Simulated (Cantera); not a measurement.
An isothermal, constant-pressure homogeneous reactor starts with NO : N₂ = 1 : 7.2 (molar parts), at 1650 K and 8600 Pa. Integrator tolerance rtol = 1e-08.

Detailed kinetics in Cantera: GRI-Mech 3.0 (53 species, 325 reactions).

Task: What does this change do: pressure from 8600 Pa to 190000 Pa?

Result: 
```csv
quantity,before,after
x(NO) at 40.0 s,0.116 (gas-phase equilibrium 0.00140),0.0578 (gas-phase equilibrium 0.00140)
x(N₂O) at 40.0 s,4.84e-6 (gas-phase equilibrium 2.64e-8),1.40e-6 (gas-phase equilibrium 1.24e-7)
x(NO₂) at 40.0 s,1.58e-5 (gas-phase equilibrium 7.76e-7),0.000110 (gas-phase equilibrium 3.65e-6)
x(O) at 40.0 s,5.79e-6 (gas-phase equilibrium 2.18e-5),3.41e-6 (gas-phase equilibrium 4.64e-6)
x(O₂) at 40.0 s,0.00294 (gas-phase equilibrium 0.0603),0.0320 (gas-phase equilibrium 0.0603)
```
